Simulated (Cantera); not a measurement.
## NO annealing gas

An isothermal, constant-pressure homogeneous reactor starts with NO : N2 : H2O = 1 : 3.8 : 0.062 (molar parts), at 2023 K and 100000 Pa.

Cantera simulation using GRI-Mech 3.0 (53 species, 325 reactions); the numbers are that mechanism's predictions, not measurements.

| t (s) | x NO | x O | x O2 | x N2 | x NO2 | x N2O |
|---|---|---|---|---|---|---|
| 5.00e-5 | 0.206 | 9.49e-7 | 1.71e-8 | 0.782 | 5.69e-7 | 2.69e-6 |
| 0.000150 | 0.206 | 1.81e-6 | 1.92e-7 | 0.782 | 2.58e-6 | 7.03e-6 |
| 0.000452 | 0.206 | 8.14e-6 | 6.61e-6 | 0.782 | 1.25e-5 | 1.43e-5 |
| 0.00136 | 0.205 | 1.70e-5 | 0.000128 | 0.782 | 1.60e-5 | 1.71e-5 |
| 0.00408 | 0.205 | 2.08e-5 | 0.000379 | 0.782 | 1.70e-5 | 1.65e-5 |
| 0.0123 | 0.204 | 3.06e-5 | 0.00104 | 0.783 | 2.59e-5 | 1.66e-5 |
| 0.0368 | 0.199 | 4.88e-5 | 0.00305 | 0.785 | 4.16e-5 | 1.63e-5 |
| 0.111 | 0.187 | 8.06e-5 | 0.00912 | 0.791 | 6.60e-5 | 1.46e-5 |
| 0.333 | 0.153 | 0.000132 | 0.0260 | 0.808 | 9.01e-5 | 9.87e-6 |
| 1.00 | 0.0836 | 0.000199 | 0.0607 | 0.842 | 7.47e-5 | 3.13e-6 |
x: mole fraction; the columns are a selection and need not sum to one.

Equilibrium at this temperature and pressure: NO 0.00596, O 0.000253, O2 0.0995, N2 0.881, NO2 6.80e-6, N2O 3.54e-7 (gas phase only).
